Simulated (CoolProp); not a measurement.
Aqueous magnesium chloride as a coolant, at 16 °C, 1 atm.

Values from CoolProp's Melinder's fits for secondary coolants.

```csv
mass %,freezing point (°C),density (kg/m³),viscosity (mPa s),conductivity (W/(m K)),cp (kJ/(kg K))
4.1,-2.4,1033,1.31,0.583,3.942
5.8,-3.6,1048,1.37,0.579,3.843
7.5,-5.2,1063,1.46,0.576,3.744
9.2,-7.2,1078,1.60,0.571,3.647
11,-9.8,1094,1.78,0.567,3.547
12.7,-12.5,1109,1.97,0.562,3.455
14.4,-15.6,1124,2.16,0.557,3.366
16.1,-19.1,1140,2.33,0.552,3.281
17.8,-22.9,1155,2.51,0.548,3.200
19.5,-27.3,1172,2.80,0.543,3.121
21.2,-32.5,1189,3.43,0.537,3.045
22.9,-39.2,1207,5.09,0.531,2.968
```
